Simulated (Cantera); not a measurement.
A perfectly stirred reactor is fed with CH₄ : H₂ = 1 : 2.2 (molar parts), at 1.00 bar; it is held at 1775 K, and followed from long to short residence time.

Detailed kinetics in Cantera: GRI-Mech 3.0 (53 species, 325 reactions). GRI-Mech 3.0 stops at C3 and has no aromatics, soot or wall deposition, so with more carbon than oxygen in the feed, carbon stays in small species such as C2H2 where larger ones or solid carbon would form.

One state of this run: x CH₄ = 0.188; x H₂ = 0.763; x C₂H = 9.56e-8; x CH₂ = 2.65e-7; x C₂H₄ = 0.00274; x CH₃ = 0.00103; x C₂H₂ = 0.0444. x: mole fraction; the columns are a selection and need not sum to one.

**Question.** Which value of τ (s) does it belong to?
A) 0.023
B) 3.6
C) 1.0
D) 0.0064

**Answer.** D, 0.0064
